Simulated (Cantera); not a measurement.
An adiabatic, constant-pressure homogeneous reactor starts with 5.43 % CH₄, 1.68 % CO, 19.5 % O₂, 73.4 % N₂, at 1675 K and 11.0 bar.

Computed with Cantera and GRI-Mech 3.0 (53 species, 325 reactions).

Predict: time of steepest temperature rise; temperature at 4.00 s; equilibrium temperature; x(CO) at 4.00 s; x(O₂) at 4.00 s; x(H₂O) at 4.00 s; x(H₂) at 4.00 s.


```
Quantity                                                            Result
---------------------------------  ---------------------------------------
time of steepest temperature rise                                  33.9 µs
temperature at 4.00 s                                               2720 K
equilibrium temperature                                             2720 K
x(CO) at 4.00 s                    0.00781 (gas-phase equilibrium 0.00781)
x(O₂) at 4.00 s                      0.0694 (gas-phase equilibrium 0.0694)
x(H₂O) at 4.00 s                       0.101 (gas-phase equilibrium 0.101)
x(H₂) at 4.00 s                    0.00183 (gas-phase equilibrium 0.00183)
```
